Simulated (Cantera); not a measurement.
# Hydrocarbon pyrolysis for carbon deposition

A perfectly stirred reactor is fed with C3H8 : H2 = 1 : 2.9 (molar parts), at 48.0 Pa; it is held at 1948 K, and followed from long to short residence time.

Model: GRI-Mech 3.0 (53 species, 325 reactions), integrated in Cantera. GRI-Mech 3.0 was tuned for natural gas; its chemistry of propane as a main component is partial and can be far from experiment. GRI-Mech 3.0 stops at C3 and has no aromatics, soot or wall deposition, so with more carbon than oxygen in the feed, carbon stays in small species such as C2H2 where larger ones or solid carbon would form. Radical loss at walls, strong at low pressure, is not modelled.

```
τ (s)     x C3H8   x H2   x CH4      x H    x C2H6     x CH2    x C2H
------  --------  -----  ------  -------  --------  --------  -------
1.1      8.01e-5  0.743  0.0394  0.00692   1.20e-5   3.51e-5  2.92e-5
0.48    0.000183  0.728  0.0562  0.00718   2.61e-5   4.51e-5  2.97e-5
0.21    0.000414  0.709  0.0768  0.00753   5.46e-5   5.77e-5  3.03e-5
0.090   0.000960  0.685   0.101  0.00795  0.000112   7.40e-5  3.03e-5
0.039    0.00221  0.659   0.125  0.00835  0.000220   9.43e-5  2.89e-5
0.017    0.00509  0.632   0.143  0.00865  0.000421  0.000119  2.52e-5
0.0072    0.0122  0.610   0.150  0.00862  0.000818  0.000150  1.79e-5
0.0031    0.0289  0.603   0.133  0.00787   0.00154  0.000178  8.58e-6
0.0013    0.0683  0.624  0.0876  0.00602   0.00255  0.000179  1.87e-6
```
x: mole fraction; the columns are a selection and need not sum to one.
